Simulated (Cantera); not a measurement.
Adiabatic ignition

An adiabatic, constant-volume homogeneous reactor starts with 31.9 % H2, 8.31 % O2, 59.7 % N2, at 1375 K and 3750 Torr.

Detailed kinetics in Cantera: the H2/O2 subset of GRI-Mech 3.0, which has no nitrogen chemistry. The hydrogen kinetics of GRI-Mech 3.0 are dated; newer H2 mechanisms differ, most at raised pressure.

```json
[
 {"t (s)": "3.00e-6", "T (K)": "1375", "P (bar)": "5.00", "x H2": "0.319", "x O2": "0.0830", "x H2O": "3.16e-5", "x H2O2": "1.44e-7", "x H": "2.28e-5", "x O": "1.85e-6", "x HO2": "7.52e-6"},
 {"t (s)": "6.29e-6", "T (K)": "1503", "P (bar)": "5.43", "x H2": "0.277", "x O2": "0.0651", "x H2O": "0.0335", "x H2O2": "2.74e-6", "x H": "0.0202", "x O": "0.00160", "x HO2": "0.000132"},
 {"t (s)": "1.32e-5", "T (K)": "2622", "P (bar)": "8.87", "x H2": "0.158", "x O2": "0.000234", "x H2O": "0.172", "x H2O2": "1.46e-7", "x H": "0.0217", "x O": "0.000496", "x HO2": "7.63e-7"},
 {"t (s)": "2.77e-5", "T (K)": "2732", "P (bar)": "9.17", "x H2": "0.163", "x O2": "5.52e-5", "x H2O": "0.177", "x H2O2": "5.05e-8", "x H": "0.0105", "x O": "0.000123", "x HO2": "1.43e-7"},
 {"t (s)": "5.80e-5", "T (K)": "2746", "P (bar)": "9.21", "x H2": "0.163", "x O2": "4.06e-5", "x H2O": "0.177", "x H2O2": "3.92e-8", "x H": "0.00908", "x O": "9.26e-5", "x HO2": "9.76e-8"},
 {"t (s)": "0.000122", "T (K)": "2746", "P (bar)": "9.21", "x H2": "0.163", "x O2": "4.03e-5", "x H2O": "0.177", "x H2O2": "3.90e-8", "x H": "0.00905", "x O": "9.20e-5", "x HO2": "9.68e-8"},
 {"t (s)": "0.000255", "T (K)": "2746", "P (bar)": "9.21", "x H2": "0.163", "x O2": "4.03e-5", "x H2O": "0.177", "x H2O2": "3.90e-8", "x H": "0.00905", "x O": "9.20e-5", "x HO2": "9.68e-8"},
 {"t (s)": "0.000535", "T (K)": "2746", "P (bar)": "9.21", "x H2": "0.163", "x O2": "4.03e-5", "x H2O": "0.177", "x H2O2": "3.90e-8", "x H": "0.00905", "x O": "9.20e-5", "x HO2": "9.68e-8"},
 {"t (s)": "0.00112", "T (K)": "2746", "P (bar)": "9.21", "x H2": "0.163", "x O2": "4.03e-5", "x H2O": "0.177", "x H2O2": "3.90e-8", "x H": "0.00905", "x O": "9.20e-5", "x HO2": "9.68e-8"},
 {"t (s)": "0.00235", "T (K)": "2746", "P (bar)": "9.21", "x H2": "0.163", "x O2": "4.03e-5", "x H2O": "0.177", "x H2O2": "3.90e-8", "x H": "0.00905", "x O": "9.20e-5", "x HO2": "9.68e-8"},
 {"t (s)": "0.00493", "T (K)": "2746", "P (bar)": "9.21", "x H2": "0.163", "x O2": "4.03e-5", "x H2O": "0.177", "x H2O2": "3.90e-8", "x H": "0.00905", "x O": "9.20e-5", "x HO2": "9.68e-8"},
 {"t (s)": "0.0103", "T (K)": "2746", "P (bar)": "9.21", "x H2": "0.163", "x O2": "4.03e-5", "x H2O": "0.177", "x H2O2": "3.90e-8", "x H": "0.00905", "x O": "9.20e-5", "x HO2": "9.68e-8"},
 {"t (s)": "0.0217", "T (K)": "2746", "P (bar)": "9.21", "x H2": "0.163", "x O2": "4.03e-5", "x H2O": "0.177", "x H2O2": "3.90e-8", "x H": "0.00905", "x O": "9.20e-5", "x HO2": "9.68e-8"},
 {"t (s)": "0.0455", "T (K)": "2746", "P (bar)": "9.21", "x H2": "0.163", "x O2": "4.03e-5", "x H2O": "0.177", "x H2O2": "3.90e-8", "x H": "0.00905", "x O": "9.20e-5", "x HO2": "9.68e-8"},
 {"t (s)": "0.0954", "T (K)": "2746", "P (bar)": "9.21", "x H2": "0.163", "x O2": "4.03e-5", "x H2O": "0.177", "x H2O2": "3.90e-8", "x H": "0.00905", "x O": "9.20e-5", "x HO2": "9.68e-8"},
 {"t (s)": "0.200", "T (K)": "2746", "P (bar)": "9.21", "x H2": "0.163", "x O2": "4.03e-5", "x H2O": "0.177", "x H2O2": "3.90e-8", "x H": "0.00905", "x O": "9.20e-5", "x HO2": "9.68e-8"}
]
```
x: mole fraction; the columns are a selection and need not sum to one.

The time of steepest temperature rise comes out as 6.80 µs. The temperature at 0.200 s comes out as 2746 K. The equilibrium temperature is 2746 K and the x(H2) at 0.200 s is 0.163 (gas-phase equilibrium 0.163). The x(O2) at 0.200 s is 4.03e-5 (gas-phase equilibrium 4.03e-5) and the x(H2O) at 0.200 s is 0.177 (gas-phase equilibrium 0.177).
